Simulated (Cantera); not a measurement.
What does this Cantera script print?

```python
import numpy as np
import cantera as ct

gas = ct.Solution("gri30.yaml")


def delay(T, t_max=10):
    gas.TPX = T, 500000, {'CH3OH': 1, 'O2': 1.15, 'N2': 4.34}
    reactor = ct.IdealGasConstPressureReactor(gas, clone=False)
    net = ct.ReactorNet([reactor])
    net.rtol, net.atol = 1e-8, 1e-16
    while net.time < t_max:
        t_old, T_old = net.time, reactor.T
        net.step()
        if reactor.T > T + 400:  # ignition: a rise of 400 K
            return t_old + (T + 400 - T_old) / (reactor.T - T_old) * (net.time - t_old)
    return np.nan


taus = []
for T in [1300, 1400, 1500, 1600, 1700, 1800, 1900, 2000]:
    taus.append(delay(T))
    print(f"T0 = {T:6g} K   tau = {taus[-1]:.4e} s")
```

It prints:

```
T0 =   1300 K   tau = 5.0713e-04 s
T0 =   1400 K   tau = 1.4180e-04 s
T0 =   1500 K   tau = 4.9333e-05 s
T0 =   1600 K   tau = 2.0523e-05 s
T0 =   1700 K   tau = 9.7915e-06 s
T0 =   1800 K   tau = 5.1795e-06 s
T0 =   1900 K   tau = 2.9765e-06 s
T0 =   2000 K   tau = 1.8399e-06 s
```

Model: GRI-Mech 3.0 (53 species, 325 reactions), integrated in Cantera. GRI-Mech 3.0 was tuned for natural gas; its chemistry of methanol as a main component is partial and can be far from experiment.
